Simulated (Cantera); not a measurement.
What does this Cantera script print?

```python
import numpy as np
import cantera as ct

gas = ct.Solution("gri30.yaml")
gas.TPX = 1025, 100000, {'C2H4': 1, 'H2': 53}
reactor = ct.IdealGasConstPressureReactor(gas, energy="off", clone=False)
net = ct.ReactorNet([reactor])
net.rtol, net.atol = 1e-08, 1e-18
show = ['C2H4', 'H2', 'C2H', 'CH2', 'CH3', 'C2H2']
times = np.geomspace(0.0002, 100, 10)

steps = ct.SolutionArray(gas, extra=["t"])
rows = []
print(f"{'t/s':>10s}{'T/K':>9s}{'P/Pa':>11s}" + "".join(f"{s:>11s}" for s in show))
for t in times:
    while net.time < t:
        t_next = net.step()
        steps.append(gas.state, t=t_next)
    rows.append([np.interp(t, steps.t, y) for y in (steps.T, steps.P, *steps(*show).X.T)])
    print(f"{t:10.3e}{rows[-1][0]:9.1f}{rows[-1][1]:11.4g}" + "".join(f"{x:11.3e}" for x in rows[-1][2:]))
rate = np.gradient(steps.T, steps.t)
print("integrator steps:", len(steps.t))
if steps.T.max() > steps.T[0] + 200:
    print(f"time of steepest temperature rise: {steps.t[rate.argmax()]:.4e} s")
gas.TPX = 1025, 100000, {'C2H4': 1, 'H2': 53}
gas.equilibrate("TP")
print(f"equilibrium (TP): T = {gas.T:.1f} K  " + "  ".join(f"{s} {gas[s].X[0]:.3e}" for s in show))
```

Output:

```
       t/s      T/K       P/Pa       C2H4         H2        C2H        CH2        CH3       C2H2
 2.000e-04   1025.0      1e+05  1.852e-02  9.815e-01  1.853e-27  6.591e-22  3.109e-19  1.391e-10
 8.595e-04   1025.0      1e+05  1.852e-02  9.815e-01  3.395e-26  2.839e-21  6.123e-18  5.981e-10
 3.694e-03   1025.0      1e+05  1.852e-02  9.815e-01  6.198e-25  1.221e-20  1.135e-16  2.575e-09
 1.587e-02   1025.0      1e+05  1.852e-02  9.815e-01  1.157e-23  5.289e-20  2.106e-15  1.114e-08
 6.822e-02   1025.0      1e+05  1.852e-02  9.815e-01  2.519e-22  2.597e-19  4.268e-14  4.945e-08
 2.932e-01   1025.0      1e+05  1.847e-02  9.815e-01  3.526e-20  5.780e-18  4.832e-12  3.107e-07
 1.260e+00   1025.0      1e+05  1.309e-02  9.813e-01  2.589e-17  1.232e-16  1.571e-09  1.196e-05
 5.415e+00   1025.0      1e+05  6.544e-03  9.803e-01  6.795e-17  3.229e-16  6.966e-09  2.324e-05
 2.327e+01   1025.0      1e+05  5.210e-03  9.766e-01  5.275e-17  8.440e-16  2.128e-08  1.852e-05
 1.000e+02   1025.0      1e+05  2.220e-03  9.683e-01  1.991e-17  1.592e-15  4.749e-08  7.939e-06
integrator steps: 697
equilibrium (TP): T = 1025.0 K  C2H4 1.907e-07  H2 9.623e-01  C2H 7.237e-23  CH2 4.230e-18  CH3 2.961e-09  C2H2 6.704e-10
```

Model: GRI-Mech 3.0 (53 species, 325 reactions), integrated in Cantera. GRI-Mech 3.0 was tuned for natural gas; its chemistry of ethylene as a main component is partial and can be far from experiment. GRI-Mech 3.0 stops at C3 and has no aromatics, soot or wall deposition, so with more carbon than oxygen in the feed, carbon stays in small species such as C2H2 where larger ones or solid carbon would form.
